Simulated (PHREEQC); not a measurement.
1 kg of water holding 0.094 mol/kgw NaCl and 0.11 mol/kgw Na2SO4 is evaporated at 25 °C; the solids stay in contact with the brine. The system is closed to CO2. Only these solids could form: Halite, Mirabilite, Thenardite.

Computed with PHREEQC (Pitzer model, pitzer.dat).

Problem. Predict ionic strength, water activity at water left (kg) = 0.375, 0.1407, 0.06146, 0.03185, 0.02407.

Solution. 
```tsv
water left (kg)	ionic strength	water activity
0.375	1.13	0.981
0.1407	3.01	0.950
0.06146	6.16	0.889
0.03185	7.30	0.830
0.02407	7.70	0.793
```

Species that the database lacks are ignored.
